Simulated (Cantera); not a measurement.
An adiabatic, constant-pressure homogeneous reactor starts with CH4 : O2 : N2 = 1 : 1.82 : 12.5 (molar parts), equivalence ratio 1.1, at 1450 K and 0.987 atm.

Cantera simulation using GRI-Mech 3.0 (53 species, 325 reactions); the numbers are that mechanism's predictions, not measurements.

Problem. Predict: time of steepest temperature rise; temperature at 3.00 s; equilibrium temperature; x(O2) at 3.00 s; x(CO2) at 3.00 s; x(HO2) at 3.00 s; x(HCO) at 3.00 s.

Solution. 
* **time of steepest temperature rise**: 3.56 ms
* **temperature at 3.00 s**: 2486 K
* **equilibrium temperature**: 2486 K
* **x(O2) at 3.00 s**: 0.00335 (gas-phase equilibrium 0.00335)
* **x(CO2) at 3.00 s**: 0.0401 (gas-phase equilibrium 0.0401)
* **x(HO2) at 3.00 s**: 6.56e-7 (gas-phase equilibrium 6.56e-7)
* **x(HCO) at 3.00 s**: 8.57e-9 (gas-phase equilibrium 8.57e-9)
